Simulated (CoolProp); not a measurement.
Saturation properties of ethylbenzene (Tc = 344.0 °C, pc = 3622 kPa, ω = 0.304).

Computed with CoolProp (reference Helmholtz-energy equation of state, Zhou 2012).

```tsv
T (°C)	p (kPa)	enthalpy of vaporisation (kJ/kg)	liquid cp (kJ/(kg K))	surface tension (mN/m)	liquid conductivity (mW/(m K))
38.75	2.697	(withheld)	1.791	(withheld)	124
44.65	3.627	387.2	1.810	26.4	(withheld)
50.65	4.840	(withheld)	1.830	25.7	121
56.65	6.377	380.7	1.851	25.1	120
62.55	8.268	377.4	1.872	24.5	118
68.55	10.65	374.2	1.893	23.8	(withheld)
74.45	13.52	370.9	1.913	(withheld)	116
80.45	17.07	367.6	(withheld)	22.6	(withheld)
```

Problem. What belongs in the gaps?

Solution. 
- 38.75, enthalpy of vaporisation (kJ/kg): 390.4
- 38.75, surface tension (mN/m): 27.0
- 44.65, liquid conductivity (mW/(m K)): 123
- 50.65, enthalpy of vaporisation (kJ/kg): 383.9
- 68.55, liquid conductivity (mW/(m K)): 117
- 74.45, surface tension (mN/m): 23.2
- 80.45, liquid cp (kJ/(kg K)): 1.935
- 80.45, liquid conductivity (mW/(m K)): 114

It boils at 136.2 °C under 1 atm.

Thermal conductivity comes from a separate model (Mylona 2014). Surface tension comes from a separate correlation (Mulero 2014).
